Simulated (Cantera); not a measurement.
Input (Python, Cantera):

```python
import numpy as np
import cantera as ct

gas = ct.Solution("gri30.yaml")
gas.TPX = 1125, 830000, {'H2': 1, 'O2': 1.11, 'N2': 8}
reactor = ct.IdealGasReactor(gas, energy="on", clone=False)
net = ct.ReactorNet([reactor])
net.rtol, net.atol = 1e-08, 1e-16
show = ['H2', 'O2', 'NO', 'O', 'N2O']
times = np.geomspace(1e-06, 1, 12)

steps = ct.SolutionArray(gas, extra=["t"])
rows = []
print(f"{'t/s':>10s}{'T/K':>9s}{'P/Pa':>11s}" + "".join(f"{s:>11s}" for s in show))
for t in times:
    while net.time < t:
        t_next = net.step()
        steps.append(gas.state, t=t_next)
    rows.append([np.interp(t, steps.t, y) for y in (steps.T, steps.P, *steps(*show).X.T)])
    print(f"{t:10.3e}{rows[-1][0]:9.1f}{rows[-1][1]:11.4g}" + "".join(f"{x:11.3e}" for x in rows[-1][2:]))
rate = np.gradient(steps.T, steps.t)
print("integrator steps:", len(steps.t))
if steps.T.max() > steps.T[0] + 200:
    print(f"time of steepest temperature rise: {steps.t[rate.argmax()]:.4e} s")
gas.TPX = 1125, 830000, {'H2': 1, 'O2': 1.11, 'N2': 8}
gas.equilibrate("UV")
print(f"equilibrium (UV): T = {gas.T:.1f} K  " + "  ".join(f"{s} {gas[s].X[0]:.3e}" for s in show))
```

Result:

```
       t/s      T/K       P/Pa         H2         O2         NO          O        N2O
 1.000e-06   1125.0    8.3e+05  9.891e-02  1.098e-01  2.737e-21  1.356e-10  8.193e-16
 3.511e-06   1125.0    8.3e+05  9.891e-02  1.098e-01  3.717e-20  2.634e-10  7.770e-15
 1.233e-05   1125.0    8.3e+05  9.891e-02  1.098e-01  2.451e-19  3.077e-10  4.480e-14
 4.329e-05   1125.0    8.3e+05  9.891e-02  1.098e-01  1.316e-18  4.269e-10  2.672e-13
 1.520e-04   1125.0    8.3e+05  9.891e-02  1.098e-01  1.846e-17  1.411e-09  2.829e-12
 5.337e-04   1125.9  8.306e+05  9.879e-02  1.097e-01  4.600e-14  8.825e-08  1.917e-10
 1.874e-03   2023.5  1.419e+06  3.783e-05  6.322e-02  1.898e-05  5.367e-05  9.877e-07
 6.579e-03   2023.4  1.419e+06  3.781e-05  6.320e-02  5.301e-05  5.363e-05  9.873e-07
 2.310e-02   2023.0  1.419e+06  3.773e-05  6.314e-02  1.712e-04  5.346e-05  9.859e-07
 8.111e-02   2021.8  1.418e+06  3.747e-05  6.294e-02  5.685e-04  5.292e-05  9.813e-07
 2.848e-01   2018.3  1.416e+06  3.671e-05  6.236e-02  1.738e-03  5.134e-05  9.691e-07
 1.000e+00   2012.3  1.412e+06  3.546e-05  6.137e-02  3.714e-03  4.876e-05  9.523e-07
integrator steps: 1522
time of steepest temperature rise: 8.0589e-04 s
equilibrium (UV): T = 2010.3 K  H2 3.505e-05  O2 6.104e-02  NO 4.377e-03  O 4.792e-05  N2O 9.478e-07
```

Detailed kinetics in Cantera: GRI-Mech 3.0 (53 species, 325 reactions). The hydrogen kinetics of GRI-Mech 3.0 are dated; newer H2 mechanisms differ, most at raised pressure.
